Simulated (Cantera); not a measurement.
An isothermal plug-flow reactor at 925 K and 1.01 bar (inlet), inlet velocity 2.1 m/s, active area per volume 220 1/m; feed 0.329 % H2, 20.9 % O2, 78.7 % N2.

Computed with Cantera and Deutschmann's 1995 Pt surface mechanism with GRI-Mech 3.0 gas chemistry. Catalytic surfaces can have several steady states; this one follows from the mechanism file's or the stated starting coverage. Mass transfer to the wall is taken as infinitely fast.

Q: Predict: x(H2) at z = 0.0042 m; x(O2) at z = 0.0042 m; x(H2O) at z = 0.0042 m; θ(free Pt) at the exit; θ(O*) at the exit.

A: 
```json
{
 "x(H2) at z = 0.0042 m": "0.000626",
 "x(O2) at z = 0.0042 m": "0.208",
 "x(H2O) at z = 0.0042 m": "0.00267",
 "θ(free Pt) at the exit": "0.0993",
 "θ(O*) at the exit": "0.900"
}
```
